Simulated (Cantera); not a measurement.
An isothermal, constant-pressure homogeneous reactor starts with CO : O2 : H2O : N2 = 0.026 : 0.0076 : 0.00072 : 1 (molar parts), at 1175 K and 500000 Pa.

Detailed kinetics in Cantera: GRI-Mech 3.0 (53 species, 325 reactions).

x: mole fraction; the columns are a selection and need not sum to one.

| t (s) | x CO | x O2 | x H2O | x OH | x H2 | x H |
|---|---|---|---|---|---|---|
| 0.000100 | 0.0251 | 0.00735 | 0.000696 | 1.34e-11 | <1e-12 | 3.07e-11 |
| 0.000314 | 0.0251 | 0.00735 | 0.000696 | 5.47e-11 | 9.77e-12 | 1.33e-10 |
| 0.000988 | 0.0251 | 0.00735 | 0.000696 | 2.64e-10 | 1.43e-10 | 6.58e-10 |
| 0.00311 | 0.0251 | 0.00735 | 0.000696 | 2.83e-9 | 3.78e-9 | 7.08e-9 |
| 0.00977 | 0.0249 | 0.00724 | 0.000693 | 1.24e-7 | 1.96e-6 | 2.96e-7 |
| 0.0307 | 0.0229 | 0.00625 | 0.000677 | 2.44e-7 | 1.81e-5 | 6.07e-7 |
| 0.0965 | (withheld) | (withheld) | 0.000666 | (withheld) | (withheld) | (withheld) |
| 0.304 | 0.0104 | (withheld) | 0.000535 | (withheld) | (withheld) | (withheld) |
| 0.954 | 0.0103 | 6.26e-9 | 0.000512 | 1.48e-9 | 0.000189 | 1.08e-7 |
| 3.00 | 0.0103 | 9.80e-10 | 0.000502 | 3.47e-10 | 0.000199 | 2.56e-8 |

Task: What belongs in the gaps?

Result: 
- 0.0965, x CO: 0.0160
- 0.0965, x O2: 0.00276
- 0.0965, x OH: 2.97e-7
- 0.0965, x H2: 3.10e-5
- 0.0965, x H: 1.09e-6
- 0.304, x O2: 1.34e-7
- 0.304, x OH: 1.24e-8
- 0.304, x H2: 0.000166
- 0.304, x H: 8.87e-7
